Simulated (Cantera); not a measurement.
Input: 1 mol HgO, 42 mol H2, equilibrated at 1175 K and 9.00 mbar.

Cantera equilibrium calculation (NASA polynomials, part measured and part estimated; ideal gas, pure solids and liquids). Candidate condensed phases: H2O, Hg, HgO; 10 gas species. The numbers say what is thermodynamically allowed, not how fast it happens.

Base state: H2 0.953, H2O 0.0233, Hg 0.0233 (mole fractions); condensed: gas only.

Problem. What changes in the equilibrium state with this change: H2 from 42 to 0.21 mol?

Solution. 
```json
[
 {"species": "Hg", "before": "0.0233", "after": "0.623"},
 {"species": "O2", "before": "<1e-9", "after": "0.246"},
 {"species": "H2O", "before": "0.0233", "after": "0.131"},
 {"species": "H2", "before": "0.953", "after": "2.08e-8"}
]
```

Problem. What changes in the equilibrium state with this change: HgO replaced by Hg?

Solution. 
```
species  before   after
-------  ------  ------
H2        0.953   0.977
Hg       0.0233  0.0233
H2O      0.0233       0
```
